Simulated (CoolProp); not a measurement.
Vapour-liquid equilibrium of n-perfluorobutane (1) + R365MFC (2) at 83.85 °C; x and y are mole fractions of (1).

Values from CoolProp's multi-fluid Helmholtz-energy mixture model, Gao 2022 and Lemmon 2016; pair parameters Bell 2016.

```json
[
 {"x": "0.05", "bubble pressure (bar)": "5.271", "y at the bubble point": "0.264", "dew pressure at overall composition x (bar)": "4.108", "liquid density (mol/L)": "7.395"},
 {"x": "0.125", "bubble pressure (bar)": "6.835", "y at the bubble point": "0.444", "dew pressure at overall composition x (bar)": "4.456", "liquid density (mol/L)": "7.152"},
 {"x": "0.2", "bubble pressure (bar)": "7.963", "y at the bubble point": "0.535", "dew pressure at overall composition x (bar)": "4.863", "liquid density (mol/L)": "6.915"},
 {"x": "0.275", "bubble pressure (bar)": "8.800", "y at the bubble point": "0.592", "dew pressure at overall composition x (bar)": "5.345", "liquid density (mol/L)": "6.686"},
 {"x": "0.35", "bubble pressure (bar)": "9.450", "y at the bubble point": "0.634", "dew pressure at overall composition x (bar)": "5.925", "liquid density (mol/L)": "6.463"},
 {"x": "0.425", "bubble pressure (bar)": "9.988", "y at the bubble point": "0.668", "dew pressure at overall composition x (bar)": "6.631", "liquid density (mol/L)": "6.249"},
 {"x": "0.5", "bubble pressure (bar)": "10.46", "y at the bubble point": "0.700", "dew pressure at overall composition x (bar)": "7.495", "liquid density (mol/L)": "6.045"},
 {"x": "0.575", "bubble pressure (bar)": "10.89", "y at the bubble point": "0.732", "dew pressure at overall composition x (bar)": "8.538", "liquid density (mol/L)": "5.851"},
 {"x": "0.65", "bubble pressure (bar)": "11.29", "y at the bubble point": "0.766", "dew pressure at overall composition x (bar)": "9.709", "liquid density (mol/L)": "5.669"},
 {"x": "0.725", "bubble pressure (bar)": "11.66", "y at the bubble point": "0.804", "dew pressure at overall composition x (bar)": "10.80", "liquid density (mol/L)": "5.502"},
 {"x": "0.8", "bubble pressure (bar)": "12.00", "y at the bubble point": "0.847", "dew pressure at overall composition x (bar)": "11.63", "liquid density (mol/L)": "5.350"},
 {"x": "0.875", "bubble pressure (bar)": "12.29", "y at the bubble point": "0.897", "dew pressure at overall composition x (bar)": "12.17", "liquid density (mol/L)": "5.216"},
 {"x": "0.95", "bubble pressure (bar)": "12.49", "y at the bubble point": "0.955", "dew pressure at overall composition x (bar)": "12.48", "liquid density (mol/L)": "5.100"}
]
```

No azeotrope shows between x = 0.05 and 0.95.

The pair parameters rest on a limited set of measurements; away from them the model extrapolates.
